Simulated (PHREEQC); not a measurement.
Hard or scaling water

Make-up at 20 °C: 7.3e-05 mol CaSO4, 4.1e-05 mol Na2CO3 and 0.0095 mol NaCl per kg of water. Closed to the air; pH follows from the charge balance.

Equilibrium calculation in PHREEQC: ion-association model, phreeqc.dat.

```yaml
pH: 9.63
ionic_strength: 0.00987 mol/kgw
specific_conductance: 1020 µS/cm
total_alkalinity: 0.0820 meq/kg
```

| species | molality | activity | log γ |
|---|---|---|---|
| Na+ | 0.00958 | 0.00867 | -0.044 |
| Cl- | 0.00950 | 0.00857 | -0.045 |
| Ca+2 | 7.22e-5 | 4.86e-5 | -0.171 |
| SO4-2 | 7.04e-5 | 4.73e-5 | -0.173 |
| OH- | 3.22e-5 | 2.90e-5 | -0.045 |
| HCO3- | 3.20e-5 | 2.90e-5 | -0.043 |
| CO3-2 | 7.68e-6 | 5.18e-6 | -0.171 |
| NaSO4- | 2.19e-6 | 1.99e-6 | -0.043 |
| NaCO3- | 7.17e-7 | 6.47e-7 | -0.044 |
| CaSO4 | 3.93e-7 | 3.94e-7 | 0.001 |
| CaCO3 | 3.86e-7 | 3.87e-7 | 0.001 |
| NaHCO3 | 1.45e-7 | 1.46e-7 | 0.001 |
| CaOH+ | 3.79e-8 | 3.42e-8 | -0.044 |
| CaHCO3+ | 1.82e-8 | 1.65e-8 | -0.042 |
| CO2 | 1.65e-8 | 1.65e-8 | 0.001 |

No solid was allowed to form.
